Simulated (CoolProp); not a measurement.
Properties of ethylbenzene along the isobar 0.101 MPa (Tc = 344.0 °C, pc = 3.622 MPa, ω = 0.304).

Model: reference Helmholtz-energy equation of state, Zhou 2012, in CoolProp.

| T (°C) | phase | cp (kJ/(kg K)) | speed of sound (m/s) | conductivity (mW/(m K)) | fugacity coefficient |
|---|---|---|---|---|---|
| -86.35 | liquid | 1.491 | 1829 | 153 | 1.875e-7 |
| -69.65 | liquid | 1.513 | 1745 | 150 | 2.479e-6 |
| -52.95 | liquid | 1.541 | 1665 | 147 | 2.101e-5 |
| -36.35 | liquid | 1.576 | 1588 | 143 | 0.0001249 |
| -19.65 | liquid | 1.616 | 1512 | 139 | 0.0005717 |
| -2.95 | liquid | 1.662 | 1439 | 135 | 0.002103 |
| 13.75 | liquid | 1.711 | 1366 | 131 | 0.006478 |
| 30.45 | liquid | 1.763 | 1296 | 126 | 0.01723 |
| 47.15 | liquid | 1.818 | 1226 | 122 | 0.04058 |
| 63.85 | liquid | 1.876 | 1158 | 118 | 0.08628 |
| 80.55 | liquid | 1.935 | 1091 | 114 | 0.1682 |
| 97.15 | liquid | 1.995 | 1026 | 110 | 0.3034 |
| 113.85 | liquid | 2.057 | 962.0 | 107 | 0.5154 |
| 130.55 | liquid | 2.120 | 899.1 | 103 | 0.8283 |

Thermal conductivity comes from a separate model (Mylona 2014).
